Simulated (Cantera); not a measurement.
Cantera run, input and output.

```python
import numpy as np
import cantera as ct

gas = ct.Solution("h2o2.yaml")
gas.TPX = 500, 150000, {'H2': 1, 'O2': 0.725, 'N2': 2.72, 'H2O': 0.14}
flame = ct.FreeFlame(gas, width=0.03)
flame.set_refine_criteria(ratio=3, slope=0.08, curve=0.16)
flame.transport_model = "mixture-averaged"
flame.solve(loglevel=0, auto=True)
flame.transport_model = "multicomponent"
flame.soret_enabled = False
flame.solve(loglevel=0, refine_grid=True)
z, T = flame.grid, flame.T
thick = (T[-1] - T[0]) / np.gradient(T, z).max()
show = ['H2', 'O2', 'H2O', 'H', 'O', 'H2O2']
print(f"laminar burning velocity  {flame.velocity[0] * 100:.3f} cm/s")
print(f"burnt temperature         {T[-1]:.1f} K")
print(f"thermal thickness         {thick * 1e3:.4f} mm")
print(f"grid points               {len(z)}")
z0 = z[flame.heat_release_rate.argmax()]
print(f"{'z/mm':>9s}{'T/K':>9s}{'u/(m/s)':>9s}" + "".join(f"{s:>11s}" for s in show))
rows = []
for k in (-3, -2, -1.5, -1, -0.5, -0.25, 0, 0.25, 0.5, 1, 2, 4, 8):
    zz = z0 + k * thick
    rows.append([k * thick, np.interp(zz, z, T), np.interp(zz, z, flame.velocity),
                 *(np.interp(zz, z, flame.X[gas.species_index(s)]) for s in show)])
    print(f"{rows[-1][0] * 1e3:9.3f}{rows[-1][1]:9.1f}{rows[-1][2]:9.3f}" + "".join(f"{x:11.3e}" for x in rows[-1][3:]))
```

Output:

```
laminar burning velocity  287.679 cm/s
burnt temperature         2079.2 K
thermal thickness         0.2319 mm
grid points               109
     z/mm      T/K  u/(m/s)         H2         O2        H2O          H          O       H2O2
   -0.696    500.0    2.877  2.181e-01  1.581e-01  3.054e-02  5.061e-14  6.688e-12  2.416e-11
   -0.464    500.0    2.876  2.179e-01  1.582e-01  3.054e-02  2.639e-12  3.445e-10  1.171e-09
   -0.348    500.1    2.875  2.173e-01  1.583e-01  3.057e-02  2.525e-11  3.232e-09  1.189e-08
   -0.232    501.2    2.871  2.145e-01  1.588e-01  3.073e-02  1.115e-09  5.394e-08  2.448e-07
   -0.116    555.1    3.104  1.913e-01  1.614e-01  3.556e-02  3.348e-05  8.015e-06  2.797e-05
   -0.058    825.7    4.475  1.473e-01  1.533e-01  6.690e-02  1.902e-03  2.831e-04  5.468e-05
    0.000   1206.9    6.397  8.542e-02  1.226e-01  1.347e-01  9.934e-03  2.846e-03  1.680e-05
    0.058   1478.7    7.781  3.880e-02  8.622e-02  1.981e-01  1.591e-02  6.799e-03  5.605e-06
    0.116   1632.1    8.559  2.089e-02  6.889e-02  2.266e-01  1.488e-02  8.175e-03  3.101e-06
    0.232   1785.1    9.306  1.312e-02  6.091e-02  2.431e-01  9.415e-03  6.900e-03  1.574e-06
    0.464   1912.7    9.905  8.576e-03  5.796e-02  2.545e-01  4.318e-03  4.307e-03  8.588e-07
    0.928   2000.3   10.303  4.574e-03  5.660e-02  2.636e-01  1.509e-03  2.188e-03  5.157e-07
    1.855   2049.7   10.523  1.971e-03  5.632e-02  2.694e-01  4.040e-04  9.266e-04  3.168e-07
```

Computed with Cantera and the H2/O2 subset of GRI-Mech 3.0, which has no nitrogen chemistry. Burning velocities carry a grid error of a few per cent, more on coarse grids. Lean hydrogen flames are cellular in practice and burn faster than this planar one.
